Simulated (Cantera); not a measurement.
Input: 1 mol Ti, 2.9 mol H2O, 280 mol H2, 8.5 mol CH4, equilibrated at 0.290 bar.

Method: chemical equilibrium by Gibbs-energy minimisation in Cantera with the NASA 1993 tables (ideal gas, pure condensed phases). Candidate condensed phases: C, C6H6, C7H8, C8H18, H2O, Ti, TiC, TiO, TiO2, Ti2O3, Ti3O5, Ti4O7; 113 gas species. TiC: taken at fixed stoichiometry. Kinetics and transport are ignored.

x: gas mole fraction; n: condensed amount in mol.

```
T (K)   x H2     x CO  x CH4       x H  n C(graphite)  n Ti3O5(s)  n TiC(s)
-----  -----  -------  -----  --------  -------------  ----------  --------
1175   0.990  0.00408      ?   2.27e-7           5.65       0.333         0
1250   0.987  0.00957      ?   8.92e-7           3.67           0      1.00
1325   0.988  0.00958      ?   3.02e-6           4.03           0      1.00
1400   0.989  0.00958      ?   8.98e-6           4.23           0      1.00
1475   0.990  0.00958      ?   2.40e-5           4.35           0      1.00
1550   0.990  0.00958      ?   5.82e-5           4.42           0      1.00
1625   0.990  0.00958      ?  0.000130           4.45           0      1.00
1700   0.990  0.00958      ?  0.000272           4.46           0      1.00
1775   0.990  0.00958      ?  0.000535           4.44           0      1.00
```

Q: What belongs in the gaps?

A: 
- 1175, x CH4: 0.00545
- 1250, x CH4: 0.00311
- 1325, x CH4: 0.00190
- 1400, x CH4: 0.00123
- 1475, x CH4: 0.000825
- 1550, x CH4: 0.000578
- 1625, x CH4: 0.000418
- 1700, x CH4: 0.000311
- 1775, x CH4: 0.000238
